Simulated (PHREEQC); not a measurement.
PHREEQC input (ion-association model, wateq4f.dat):

```
SOLUTION_MASTER_SPECIES
  An  An-  0  An  62.0  # stands for a non-complexing anion
SOLUTION_SPECIES
  An- = An-
    -log_k 0
    -gamma 3.0 0
PHASES
  Fix_H+
    H+ = H+
    -log_k 0
SOLUTION 1
  temp 25
  units mmol/kgw
  pH 7 charge
  B 2.5
  Na 50
  An 50
END
SELECTED_OUTPUT 1
  -reset false
  -pH true
  -pe true
  -ionic_strength true
  -water true
  -totals B Na
  -molalities Hfo_wOH Hfo_wOH2+ Hfo_wO- Hfo_sOH Hfo_sOH2+ Hfo_sO- Hfo_wH2BO3
USER_PUNCH 1
  -headings sigma psi
  10 PUNCH EDL("sigma", "Hfo"), EDL("psi", "Hfo")
PRINT
  -reset false
USE solution 1
SURFACE 1
  Hfo_wOH 0.00314607 600 1.4
  Hfo_sOH 7.86517e-05
EQUILIBRIUM_PHASES 1
  Fix_H+ -4 HAn 10
    -force_equality true
  O2(g) -0.68 10
END
# ... the last block is repeated for the other 16 points of pH, with NaOH or the acid as the point needs
```

Selected output (columns that matter, 14 of 17 rows; pH added in front):

```
pH	mu	B	Na	m_Hfo_wOH	m_Hfo_wOH2+	m_Hfo_wO-	m_Hfo_sOH	m_Hfo_sOH2+	m_Hfo_sO-	m_Hfo_wH2BO3	sigma	psi
4	0.051399	0.0024933	0.05	0.00063188	0.0025039	3.6531e-06	1.5831e-05	6.273e-05	9.152e-08	6.6579e-06	0.2944	0.15925
4.5	0.051076	0.0024886	0.05	0.0010806	0.002041	1.3106e-05	2.7113e-05	5.121e-05	3.2885e-07	1.1363e-05	0.2388	0.14871
5	0.050799	0.002484	0.05	0.0015254	0.0015707	3.3936e-05	3.833e-05	3.9469e-05	8.5275e-07	1.6009e-05	0.18097	0.13472
6	0.050388	0.0024777	0.05	0.0021309	0.00087383	0.00011904	5.3653e-05	2.2002e-05	2.9973e-06	2.229e-05	0.088888	0.099213
6.5	0.050251	0.0024762	0.05	0.0022775	0.00066649	0.00017829	5.7371e-05	1.6789e-05	4.4912e-06	2.3771e-05	0.057494	0.078303
7	0.050149	0.0024756	0.05	0.0023526	0.0005297	0.00023936	5.9275e-05	1.3346e-05	6.0309e-06	2.4426e-05	0.034193	0.055459
7.5	0.050073	0.0024756	0.05	0.0023855	0.00043956	0.00029659	6.0104e-05	1.1075e-05	7.4727e-06	2.4387e-05	0.016836	0.031032
8.5	0.050513	0.0024796	0.050558	0.0023952	0.00032074	0.00040975	6.027e-05	8.0707e-06	1.0311e-05	2.0399e-05	-0.010483	-0.019925
9	0.051173	0.0024855	0.051287	0.0023781	0.00026547	0.00048801	5.9726e-05	6.6675e-06	1.2256e-05	1.445e-05	-0.026205	-0.044828
9.5	0.051981	0.0024925	0.052186	0.0023284	0.00020534	0.00060483	5.8347e-05	5.1456e-06	1.5156e-05	7.4158e-06	-0.047043	-0.06835
10	0.052645	0.0024971	0.052973	0.0022163	0.00014371	0.00078303	5.5458e-05	3.5961e-06	1.9593e-05	2.8163e-06	-0.075282	-0.090027
11	0.054403	0.0024996	0.055103	0.0016869	4.6146e-05	0.0014126	4.2175e-05	1.1537e-06	3.5318e-05	2.399e-07	-0.16091	-0.12701
11.5	0.057379	0.0024997	0.058334	0.0012449	1.8866e-05	0.001882	3.1124e-05	4.7166e-07	4.705e-05	5.6227e-08	-0.21939	-0.14141
12	0.06634	0.0024998	0.067574	0.00072761	5.026e-06	0.0024131	1.819e-05	1.2565e-07	6.0329e-05	1.0275e-08	-0.28357	-0.15081
```
